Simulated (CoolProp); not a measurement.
Vapour-liquid equilibrium of n-butane (1) + cyclohexane (2) at 0.239 MPa; x and y are mole fractions of (1).

Values from CoolProp's multi-fluid Helmholtz-energy mixture model, Bücker 2006 and Zhou 2014; pair parameters Bell 2016.

| x | bubble temperature, mixture model (°C) | bubble temperature, Raoult's law (°C) | y, mixture model | y, Raoult's law |
|---|---|---|---|---|
| 0.05 | 103.2 | 99.4 | 0.232 | 0.316 |
| 0.2 | 78.8 | 73.3 | 0.667 | 0.730 |
| 0.35 | 60.3 | 57.2 | 0.851 | 0.872 |
| 0.5 | 47.3 | 46.1 | 0.928 | 0.935 |
| 0.65 | 38.2 | 37.8 | 0.965 | 0.967 |
| 0.8 | 31.5 | 31.3 | 0.984 | 0.986 |
| 0.95 | 26.1 | 26.0 | 0.997 | 0.997 |

The largest gap from Raoult's law is +5.5 K in bubble temperature, at x = 0.2. No azeotrope shows between x = 0.05 and 0.95.

Pair parameters are fitted to limited data, so mixtures are less certain than the pure fluids.
